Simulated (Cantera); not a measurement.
Charge: 1 mol SiC, 0.011 mol H2, at 0.0825 Torr.

These are equilibrium values from Cantera (NASA tables, ideal gas, pure condensed phases), not measurements of a reactor. Candidate condensed phases: C, C6H6, C7H8, C8H18, Si, SiC; 87 gas species. Equilibrium is a limit: real reactors are often held back by kinetics, nucleation or transport. All values below are at 1427 °C.

Base state: H2 0.986, H 0.0139, Si 0.000106, C2H2 (acetylene) 5.39e-5 (mole fractions); condensed: SiC(s).

Question: What changes in the equilibrium state with this change: pressure from 0.0825 Torr to 1 atm?

Answer: 
| species | before | after |
|---|---|---|
| H2 | 0.986 | 1.000 |
| H | 0.0139 | 0.000146 |
| CH4 | 1.01e-7 | 1.68e-5 |
| Si | 0.000106 | 6.55e-7 |
| SiH2 | 2.40e-7 | 1.39e-5 |
| C2H2 (acetylene) | 5.39e-5 | 1.69e-8 |
| SiC(s), mol | 1.000 | 1.00 |
Gases not in the tables: Si2H6 and higher silanes.
